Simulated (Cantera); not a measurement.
A perfectly stirred reactor is fed with CH4 : H2O : H2 = 1 : 0.59 : 0.14 (molar parts), at 27000 Pa; it is held at 1475 K, and followed from long to short residence time.

Model: GRI-Mech 3.0 (53 species, 325 reactions), integrated in Cantera. GRI-Mech 3.0 stops at C3 and has no aromatics, soot or wall deposition, so with more carbon than oxygen in the feed, carbon stays in small species such as C2H2 where larger ones or solid carbon would form.

Q: Predict: x(CH4) at τ = 0.600 s; x(H2O) at τ = 0.600 s; x(H2) at τ = 0.600 s; x(CO2) at τ = 0.600 s; x(CH4) at τ = 4.40 ms; x(H2O) at τ = 4.40 ms; x(H2) at τ = 4.40 ms.

A: 
```
Quantity                 Value
---------------------  -------
x(CH4) at τ = 0.600 s    0.418
x(H2O) at τ = 0.600 s    0.306
x(H2) at τ = 0.600 s     0.224
x(CO2) at τ = 0.600 s  9.03e-5
x(CH4) at τ = 4.40 ms    0.577
x(H2O) at τ = 4.40 ms    0.341
x(H2) at τ = 4.40 ms    0.0816
```
